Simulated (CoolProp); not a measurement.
Vapour-liquid equilibrium of ethylene (1) + carbon dioxide (2) at -38.75 °C; x and y are mole fractions of (1).

Computed with CoolProp (multi-fluid Helmholtz-energy mixture model, Smukala 2000 and Span 1996; pair parameters Bell 2016).

| x | bubble pressure (MPa) | y at the bubble point | dew pressure at overall composition x (MPa) | liquid density (mol/L) |
|---|---|---|---|---|
| 0.05 | 1.139 | 0.110 | 1.090 | 24.59 |
| 0.2 | 1.318 | 0.316 | 1.216 | 22.74 |
| 0.35 | 1.425 | 0.449 | 1.347 | 21.13 |
| 0.5 | 1.492 | 0.561 | 1.459 | 19.74 |
| 0.65 | 1.530 | 0.673 | 1.525 | 18.53 |
| 0.8 | 1.540 | 0.798 | 1.540 | 17.50 |
| 0.95 | 1.521 | 0.944 | 1.520 | 16.61 |

y crosses x between x = 0.65 and 0.8: the model has an azeotrope there.

The pair parameters rest on a limited set of measurements; away from them the model extrapolates.
